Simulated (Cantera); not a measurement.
An isothermal, constant-pressure homogeneous reactor starts with 86.2 % NO, 13.8 % N2, at 1950 K and 0.0260 bar.

Cantera simulation using GRI-Mech 3.0 (53 species, 325 reactions); the numbers are that mechanism's predictions, not measurements. Radical loss at walls, strong at low pressure, is not modelled.

Problem. Predict: x(NO) at 1.00 s; x(NO2) at 1.00 s; x(O) at 1.00 s; x(N2) at 1.00 s; x(N2O) at 1.00 s; x(O2) at 1.00 s.

Solution. 
* **x(NO) at 1.00 s**: 0.808 (gas-phase equilibrium 0.00805)
* **x(NO2) at 1.00 s**: 8.46e-5 (gas-phase equilibrium 3.47e-6)
* **x(O) at 1.00 s**: 0.000643 (gas-phase equilibrium 0.00184)
* **x(N2) at 1.00 s**: 0.164 (gas-phase equilibrium 0.564)
* **x(N2O) at 1.00 s**: 0.000219 (gas-phase equilibrium 6.20e-8)
* **x(O2) at 1.00 s**: 0.0262 (gas-phase equilibrium 0.426)
